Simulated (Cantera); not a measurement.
Ignition delay

Mixture: C3H8 : O2 : N2 : H2O = 1 : 5.62 : 32.6 : 11 (molar parts), equivalence ratio 0.89, at 4.93 atm, adiabatic and at constant pressure. Ignition delay is the time to a rise of 400 K.

Model: GRI-Mech 3.0 (53 species, 325 reactions), integrated in Cantera. GRI-Mech 3.0 was tuned for natural gas; its chemistry of propane as a main component is partial and can be far from experiment.

| T0 (K) | delay (ms) |
|---|---|
| 1275 | 0.935 |
| 1350 | 0.295 |
| 1425 | 0.109 |
| 1500 | 0.0467 |
| 1575 | 0.0233 |

| Quantity | Value |
|---|---|
| apparent activation energy between 1425 and 1575 K | 190 kJ/mol |
